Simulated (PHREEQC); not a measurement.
Consider water at 60 °C with 0.1 mol NaHF2 and 3.2e-05 mol NH4F per kg of water. It is in equilibrium with CO2 at log p = 0 (atm). Otherwise closed; pH follows from the charge balance.

The numbers come from PHREEQC with the ion-association model, wateq4f.dat.

```
Quantity                   Value
----------------  --------------
pH                          3.37
ionic strength    0.0982 mol/kgw
total alkalinity     -100 meq/kg
```

| species | molality | activity | log γ |
|---|---|---|---|
| Na+ | 0.0976 | 0.0752 | -0.113 |
| F- | 0.0748 | 0.0561 | -0.125 |
| HF | 0.0694 | 0.0710 | 0.010 |
| HF2- | 0.0233 | 0.0175 | -0.125 |
| CO2 | 0.0161 | 0.0164 | 0.010 |
| H2F2 | 0.00336 | 0.00344 | 0.010 |
| NaF | 0.00237 | 0.00243 | 0.010 |
| H+ | 0.000529 | 0.000432 | -0.088 |
| NH4+ | 3.20e-5 | 2.46e-5 | -0.114 |
| HCO3- | 2.50e-5 | 1.94e-5 | -0.109 |
| NaHCO3 | 8.04e-7 | 8.22e-7 | 0.010 |

Precipitation was switched off in this run. Species that the database lacks are ignored. At this temperature some constants are extrapolated from 25 °C, and those without enthalpy data are left unchanged.
